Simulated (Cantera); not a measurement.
A Cantera script and what it prints.

```python
import numpy as np
import cantera as ct

gas_names = """
    H HNO HNO2 HNO3 HO2 H2 H2O H2O2 N NH NH2 NH3 NH2OH NO NO2 NO3 N2 N2H2 N2H4 N2O O OH O2 O3 Si SiH
    SiH2 SiH3 SiH4 SiN SiO SiO2 Si2 Si2N Si3
""".split()
cond_names = """
    H2O(s) H2O(L) Si(cr) Si(L) SiO2(Lqz) SiO2(hqz) SiO2(L) Si2N2O(s) Si3N4(a)
""".split()


# ... load() reads the species with a 1 bar reference pressure and builds the phases ...
atoms = {
    'Si3N4': {'Si': 3, 'N': 4},
    'H2O': {'H': 2, 'O': 1},
    'N2': {'N': 2},
}
top_T = {'Si2N2O(s)': 2100, 'Si3N4(a)': 2400}  # K; cautious upper limits of use, not melting points


# ... equilibrate(T, P, feed) seeds the gas with the atoms and calls Mixture.equilibrate('TP', solver="vcs", rtol=1e-11, max_steps=5000) ...
results = []
feed = {'Si3N4': 1, 'H2O': 0.049, 'N2': 2}  # mol
P = 270  # Pa
for T in [1098, 1198, 1298, 1398, 1498, 1598, 1698, 1798, 1898]:
    mix = equilibrate(T, P, feed)
    results.append((T, P, feed, dict(zip(mix.species_names, mix.species_moles))))

top = {s: max(r[3][s] / sum(r[3][g] for g in gas_names) for r in results) for s in gas_names}
cols = sorted((s for s in top if top[s] > 1e-05), key=lambda s: -top[s])[:9]
seen = [c for c in cond_names if any(r[3].get(c, 0) > 1e-12 for r in results)]
print("log10 of partial pressures in bar; condensed amounts in mol")
print(f"{'T/K':>10s}" + "".join(f"{s[:9]:>10s}" for s in cols + seen))
for T, P, feed, n in results:
    ng = sum(n[g] for g in gas_names)
    print(f"{T:10.4g}" + "".join(f"{np.log10(max(n[s] / ng * P / 1e5, 1e-99)):10.3f}" for s in cols)
          + "".join(f"{n.get(c, 0):10.4g}" for c in seen))
```

It prints:

```
log10 of partial pressures in bar; condensed amounts in mol
       T/K        N2        H2       SiO        Si         H      Si2N       SiN       Si2       SiH     Si(L) Si2N2O(s)  Si3N4(a)
      1098    -2.579    -4.193   -14.060   -17.978    -9.703   -22.578   -18.143   -26.903   -18.589         0     0.049    0.9673
      1198    -2.579    -4.193   -11.740   -15.219    -8.818   -19.055   -15.700   -22.621   -16.134         0     0.049    0.9673
      1298    -2.579    -4.193    -9.785   -12.889    -8.067   -16.083   -13.638   -19.007   -14.062         0     0.049    0.9673
      1398    -2.579    -4.194    -8.114   -10.896    -7.422   -13.543   -11.874   -15.918   -12.291         0   0.04899    0.9673
      1498    -2.579    -4.194    -6.671    -9.173    -6.862   -11.349   -10.350   -13.248   -10.760         0   0.04884    0.9674
      1598    -2.580    -4.196    -5.413    -7.669    -6.372    -9.436    -9.020   -10.917    -9.425         0   0.04604    0.9683
      1698    -2.587    -4.208    -4.305    -6.340    -5.944    -7.748    -7.848    -8.858    -8.252         0    0.0101    0.9802
      1798    -2.580    -4.505    -4.492    -5.511    -5.706    -6.945    -7.152    -7.732    -7.704     2.946         0         0
      1898    -2.582    -4.524    -4.493    -4.911    -5.369    -6.513    -6.674    -7.008    -7.232      2.93         0         0
```

Method: chemical equilibrium by Gibbs-energy minimisation in Cantera with the NASA 1993 tables (ideal gas, pure condensed phases). Mutual solubility and eutectic melting of coexisting phases are not modelled. The tables' values for SiN are old estimates; treat these amounts as uncertain.
